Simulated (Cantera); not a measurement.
Feed: 1 mol Fe3O4, 46 mol H2, 46 mol N2, held at 825 K and 101000 Pa.

Cantera equilibrium calculation (NASA polynomials, part measured and part estimated; ideal gas, pure solids and liquids). Candidate condensed phases: Fe, FeO, Fe(OH)2, Fe(OH)3, Fe2O3, Fe3O4, H2O; 27 gas species. Kinetics and transport are ignored.

Base state: N2 0.500, H2 0.456, H2O 0.0435, NH3 0.000516 (mole fractions); condensed: Fe(α).

Task: What changes in the equilibrium state with this change: Fe3O4 replaced by Cr2O3?

Result: 
| species | before | after |
|---|---|---|
| N2 | 0.500 | 0.500 |
| H2 | 0.456 | 0.499 |
| NH3 | 0.000516 | 0.000592 |
| H2O | 0.0435 | 2.06e-5 |
| Fe(α), mol | 3.00 | 0 |
| CrN(s), mol | 0 | 0.00126 |
| Cr2O3(s), mol | 0 | 0.999 |
Further candidate phases: Cr, CrN, Cr2N, Cr2O3.
